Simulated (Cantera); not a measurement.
Feed: 1 mol CCl₄, 0.29 mol HCl, at 17.0 mbar.

These are equilibrium values from Cantera (NASA tables, ideal gas, pure condensed phases), not measurements of a reactor. Candidate condensed phases: C, C₆H₆, C₇H₈, C₈H₁₈; 103 gas species. Ions and electrons are included (thermal ionisation). The tables' values for CCl are old estimates; treat these amounts as uncertain. The numbers say what is thermodynamically allowed, not how fast it happens. All values below are at 3727 °C.

Base state: Cl 0.782, C 0.151, H 0.0524, C₂ 0.0104, C₃ 0.00348, HCl 0.000421, CCl 8.06e-5, C₂H 2.35e-5 (mole fractions); condensed: gas only.

**Question.** What changes in the equilibrium state with this change: HCl from 0.29 to 0.016 mol?

**Answer.** 
```json
[
 {"species": "Cl", "before": "0.782", "after": "0.815"},
 {"species": "C", "before": "0.151", "after": "0.165"},
 {"species": "C₂", "before": "0.0104", "after": "0.0123"},
 {"species": "H", "before": "0.0524", "after": "0.00322"},
 {"species": "H₂", "before": "1.84e-5", "after": "6.93e-8"},
 {"species": "HCl", "before": "0.000421", "after": "2.70e-5"},
 {"species": "CH", "before": "1.11e-5", "after": "7.42e-7"}
]
```
